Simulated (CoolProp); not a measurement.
Vapour-liquid equilibrium of R125 (1) + ethanol (2) at 16.55 °C; x and y are mole fractions of (1).

The numbers come from the multi-fluid Helmholtz-energy mixture model, Lemmon 2005 and Schroeder 2014; pair parameters Bell 2016 in CoolProp.

**Question.** Give the bubble pressure and the first vapour's composition at x = 0.125, 0.35, 0.5. Is there an azeotrope?

**Answer.** x = 0.125: 328.4 kPa, y = 0.985; x = 0.35: 652.3 kPa, y = 0.993; x = 0.5: 761.3 kPa, y = 0.994. No azeotrope shows between x = 0.05 and 0.95.

Pair parameters are fitted to limited data, so mixtures are less certain than the pure fluids. The gap from Raoult's law changes sign with composition, which may be real or a fault of the pair parameters; it wasn't checked against measurements. With so large a gap from Raoult's law the liquid may split in two, which this calculation doesn't test in full.
